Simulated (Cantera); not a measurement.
Charge: 1 mol AlN, 0.45 mol C, 9.1 mol N2, held at 1580 Torr.

These are equilibrium values from Cantera (NASA tables, ideal gas, pure condensed phases), not measurements of a reactor. Candidate condensed phases: Al, AlN, C; 16 gas species. Equilibrium is a limit: real reactors are often held back by kinetics, nucleation or transport. All values below are at 2150 K.

Base state: N2 1.000, Al 9.47e-5 (mole fractions); condensed: AlN(s) + C(graphite).

Q: What changes in the equilibrium state with this change: AlN replaced by Si3N4?

A: 
```
species            before    after
----------------  -------  -------
N2                  1.000    1.000
Si                      0  6.61e-5
SiN                     0  1.79e-5
Al                9.47e-5        0
Si2N                    0  1.27e-5
AlN(s), mol         0.999        0
C(graphite), mol    0.450        0
SiC(s), mol             0    0.450
Si3N4(s), mol           0    0.850
```
Mutual solubility and eutectic melting of coexisting phases are not modelled. The tables' values for SiN are old estimates; treat these amounts as uncertain. Further candidate phases: Si, SiC, Si3N4.
